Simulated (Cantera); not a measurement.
Input: 1 mol SiC, 0.77 mol N2O, 9.6 mol H2, 0.016 mol O2, held at 1498.15 K and 1.33 mbar.

Equilibrium computed with Cantera from the NASA thermochemical tables; the gas is ideal and each condensed phase is pure. Candidate condensed phases: C, C6H6, C7H8, C8H18, H2O, Si, SiC, SiO2, Si2N2O, Si3N4; 151 gas species. Mutual solubility and eutectic melting of coexisting phases are not modelled. Equilibrium is a limit: real reactors are often held back by kinetics, nucleation or transport.

Base state: H2 0.894, N2 0.0513, CO 0.0476, SiO 0.00672, H 0.000446, HCN 2.62e-5 (mole fractions); condensed: SiC(s) + Si2N2O(s).

**Question.** What changes in the equilibrium state with this change: pressure from 1.33 mbar to 11.0 Pa?

**Answer.** 
```csv
species,before,after
H2,0.894,0.858
N2,0.0513,0.0689
CO,0.0476,0.0359
SiO,0.00672,0.0359
Si,4.66e-7,1.50e-5
H,0.000446,0.00152
HCN,2.62e-5,1.12e-5
"SiC(s), mol",0.489,0.599
"Si2N2O(s), mol",0.219,0
```
